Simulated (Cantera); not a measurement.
**Hydrocarbon pyrolysis for carbon deposition**

An isothermal, constant-pressure homogeneous reactor starts with 40.0 % CH₄, 60.0 % N₂, at 1523 K and 66.8 Torr.

Model: GRI-Mech 3.0 (53 species, 325 reactions), integrated in Cantera. GRI-Mech 3.0 stops at C3 and has no aromatics, soot or wall deposition, so with more carbon than oxygen in the feed, carbon stays in small species such as C2H2 where larger ones or solid carbon would form.

| t (s) | x CH₄ | x C₂H₆ | x CH₃ | x H₂ | x C₂H |
|---|---|---|---|---|---|
| 0.000700 | 0.400 | 1.67e-7 | 4.13e-5 | 2.10e-5 | <1e-12 |
| 0.00177 | 0.400 | 2.39e-6 | 0.000101 | 5.64e-5 | <1e-12 |
| 0.00449 | 0.400 | 2.55e-5 | 0.000216 | 0.000182 | <1e-12 |
| 0.0114 | 0.399 | 0.000142 | 0.000378 | 0.000795 | 3.84e-12 |
| 0.0288 | 0.394 | 0.000426 | 0.000586 | 0.00423 | 6.12e-11 |
| 0.0729 | 0.376 | 0.000611 | 0.000687 | 0.0208 | 7.12e-10 |
| 0.185 | 0.334 | 0.000390 | 0.000559 | 0.0655 | 3.28e-9 |
| 0.468 | 0.270 | 0.000202 | 0.000416 | 0.137 | 7.31e-9 |
| 1.18 | 0.187 | 8.82e-5 | 0.000286 | 0.227 | 1.23e-8 |
| 3.00 | 0.102 | 2.81e-5 | 0.000170 | 0.319 | 1.89e-8 |
x: mole fraction; the columns are a selection and need not sum to one.

Equilibrium at this temperature and pressure: CH₄ 0.00494, C₂H₆ 2.14e-7, CH₃ 1.20e-5, H₂ 0.423, C₂H 2.41e-8 (gas phase only).
